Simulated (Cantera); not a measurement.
Feed: 1 mol C2H5OH, 94 mol H2, at 2923.15 K and 1 atm.

Method: chemical equilibrium by Gibbs-energy minimisation in Cantera with the NASA 1993 tables (ideal gas, pure condensed phases). Candidate condensed phases: C, C6H6, C7H8, C8H18, H2O; 110 gas species. Equilibrium is a limit: real reactors are often held back by kinetics, nucleation or transport.

Base state: H2 0.871, H 0.115, CO 0.00962, C2H2 (acetylene) 0.00463, C2H 9.37e-5, CH3 4.55e-5, CH4 2.13e-5, CH2 1.38e-5 (mole fractions); condensed: gas only.

Question: What changes in the equilibrium state with this change: pressure from 1 atm to 0.133 bar?

Answer: 
```
species   before    after
-------  -------  -------
H2         0.871    0.702
H          0.115    0.284
CO       0.00962  0.00875
CH4      2.13e-5  1.89e-6
C3       4.67e-6  3.91e-5
C2       1.43e-6  1.16e-5
C        7.74e-6  6.07e-5
CH3      4.55e-5  1.24e-5
```
